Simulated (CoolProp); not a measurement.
Vapour-liquid equilibrium of sulfur dioxide (1) + toluene (2) at 370.5 K; x and y are mole fractions of (1).

Computed with CoolProp (multi-fluid Helmholtz-energy mixture model, Gao 2016 and Lemmon 2006; pair parameters Bell 2016).

```csv
x,bubble pressure (bar),y at the bubble point,dew pressure at overall composition x (bar),liquid density (mol/L)
0.05,1.522,0.560,0.7203,8.870
0.15,3.507,0.821,0.8037,9.445
0.25,5.806,0.899,0.9087,10.08
0.35,8.296,0.935,1.045,10.77
0.45,10.88,0.955,1.228,11.54
0.55,13.48,0.968,1.489,12.39
0.65,16.10,0.977,1.890,13.34
0.75,18.77,0.984,2.587,14.40
0.85,21.57,0.990,4.108,15.58
0.95,24.64,0.997,10.07,16.87
```

No azeotrope shows between x = 0.05 and 0.95.

Pair parameters are fitted to limited data, so mixtures are less certain than the pure fluids.
